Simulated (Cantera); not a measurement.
A Cantera script and what it prints.

```python
import numpy as np
import cantera as ct

gas_names = """
    Cu CuO Cu2 H HNO HNO2 HNO3 HO2 H2 H2O H2O2 N NH NH2 NH3 NH2OH NO NO2 NO3 N2 N2H2 N2H4 N2O O OH O2 O3
""".split()
cond_names = """
    Cu(cr) Cu(L) CuO(s) CuO2H2(s) Cu2O(s) Cu2O(L) H2O(s) H2O(L)
""".split()


# ... load() reads the species with a 1 bar reference pressure and builds the phases ...
atoms = {
    'CuO': {'Cu': 1, 'O': 1},
    'H2': {'H': 2},
    'N2': {'N': 2},
}
top_T = {'CuO(s)': 1390}  # K; cautious upper limits of use, not melting points


# ... equilibrate(T, P, feed) seeds the gas with the atoms and calls Mixture.equilibrate('TP', solver="vcs", rtol=1e-11, max_steps=5000) ...
results = []
P = 133.322  # Pa
for T in [1273, 1323, 1373, 1423, 1473, 1523, 1573, 1623, 1673, 1723, 1773, 1823, 1873]:
    for m in [0.5, 0.9, 1.6, 2.9, 5.3, 9.4, 17, 30, 55, 99]:
        feed = {'CuO': 1, 'H2': 4.6, 'N2': m}  # mol
        mix = equilibrate(T, P, feed)
        results.append((T, P, feed, dict(zip(mix.species_names, mix.species_moles))))

for T, P, feed, n in results:
    print(f"{T:7g} {feed['N2']:10.4g}  " + (" + ".join(c for c in cond_names if n.get(c, 0) > 1e-12) or "gas only"))
```

It prints:

```
   1273        0.5  Cu(cr)
   1273        0.9  Cu(cr)
   1273        1.6  Cu(cr)
   1273        2.9  Cu(cr)
   1273        5.3  Cu(cr)
   1273        9.4  Cu(cr)
   1273         17  Cu(cr)
   1273         30  Cu(cr)
   1273         55  Cu(cr)
   1273         99  Cu(cr)
   1323        0.5  Cu(cr)
   1323        0.9  Cu(cr)
   1323        1.6  Cu(cr)
   1323        2.9  Cu(cr)
   1323        5.3  Cu(cr)
   1323        9.4  Cu(cr)
   1323         17  Cu(cr)
   1323         30  Cu(cr)
   1323         55  Cu(cr)
   1323         99  Cu(cr)
   1373        0.5  Cu(L)
   1373        0.9  Cu(L)
   1373        1.6  Cu(L)
   1373        2.9  Cu(L)
   1373        5.3  Cu(L)
   1373        9.4  Cu(L)
   1373         17  Cu(L)
   1373         30  Cu(L)
   1373         55  Cu(L)
   1373         99  Cu(L)
   1423        0.5  Cu(L)
   1423        0.9  Cu(L)
   1423        1.6  Cu(L)
   1423        2.9  Cu(L)
   1423        5.3  Cu(L)
   1423        9.4  Cu(L)
   1423         17  Cu(L)
   1423         30  Cu(L)
   1423         55  Cu(L)
   1423         99  Cu(L)
   1473        0.5  Cu(L)
   1473        0.9  Cu(L)
   1473        1.6  Cu(L)
   1473        2.9  Cu(L)
   1473        5.3  Cu(L)
   1473        9.4  Cu(L)
   1473         17  Cu(L)
   1473         30  Cu(L)
   1473         55  Cu(L)
   1473         99  Cu(L)
   1523        0.5  Cu(L)
   1523        0.9  Cu(L)
   1523        1.6  Cu(L)
   1523        2.9  Cu(L)
   1523        5.3  Cu(L)
   1523        9.4  Cu(L)
   1523         17  Cu(L)
   1523         30  Cu(L)
   1523         55  Cu(L)
   1523         99  Cu(L)
   1573        0.5  Cu(L)
   1573        0.9  Cu(L)
   1573        1.6  Cu(L)
   1573        2.9  Cu(L)
   1573        5.3  Cu(L)
   1573        9.4  Cu(L)
   1573         17  Cu(L)
   1573         30  Cu(L)
   1573         55  gas only
   1573         99  gas only
   1623        0.5  Cu(L)
   1623        0.9  Cu(L)
   1623        1.6  Cu(L)
   1623        2.9  Cu(L)
   1623        5.3  Cu(L)
   1623        9.4  Cu(L)
   1623         17  Cu(L)
   1623         30  gas only
   1623         55  gas only
   1623         99  gas only
   1673        0.5  Cu(L)
   1673        0.9  Cu(L)
   1673        1.6  Cu(L)
   1673        2.9  Cu(L)
   1673        5.3  Cu(L)
   1673        9.4  gas only
   1673         17  gas only
   1673         30  gas only
   1673         55  gas only
   1673         99  gas only
   1723        0.5  Cu(L)
   1723        0.9  gas only
   1723        1.6  gas only
   1723        2.9  gas only
   1723        5.3  gas only
   1723        9.4  gas only
   1723         17  gas only
   1723         30  gas only
   1723         55  gas only
   1723         99  gas only
   1773        0.5  gas only
   1773        0.9  gas only
   1773        1.6  gas only
   1773        2.9  gas only
   1773        5.3  gas only
   1773        9.4  gas only
   1773         17  gas only
   1773         30  gas only
   1773         55  gas only
   1773         99  gas only
   1823        0.5  gas only
   1823        0.9  gas only
   1823        1.6  gas only
   1823        2.9  gas only
   1823        5.3  gas only
   1823        9.4  gas only
   1823         17  gas only
   1823         30  gas only
   1823         55  gas only
   1823         99  gas only
   1873        0.5  gas only
   1873        0.9  gas only
   1873        1.6  gas only
   1873        2.9  gas only
   1873        5.3  gas only
   1873        9.4  gas only
   1873         17  gas only
   1873         30  gas only
   1873         55  gas only
   1873         99  gas only
```

These are equilibrium values from Cantera (NASA tables, ideal gas, pure condensed phases), not measurements of a reactor.
